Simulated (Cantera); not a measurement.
Input: 1 mol Fe3O4, 15 mol CO, 1.2 mol N2, 3.4 mol CH4, equilibrated at 1752 °C.

Method: chemical equilibrium by Gibbs-energy minimisation in Cantera with the NASA 1993 tables (ideal gas, pure condensed phases). Candidate condensed phases: C, C6H6, C7H8, C8H18, Fe, Fe(CO)5, FeO, Fe(OH)2, Fe(OH)3, Fe2O3, Fe3O4, H2O; 140 gas species. Equilibrium is a limit: real reactors are often held back by kinetics, nucleation or transport.

**Question.** What share of the Fe ends up in condensed phases as a function of P (Pa), at 10, 42, 180, 750, 3200, 13000, 56000, 240000, 1000000?

**Answer.** 
```
P (Pa)   Fe condensed (%)     as
-------  ----------------  -----
10                    0.0      -
42                    0.0      -
180                   0.0      -
750                  39.3  Fe(l)
3200                 86.5  Fe(l)
13000                96.7  Fe(l)
56000                99.2  Fe(l)
240000               99.8  Fe(l)
1000000             100.0  Fe(l)
```
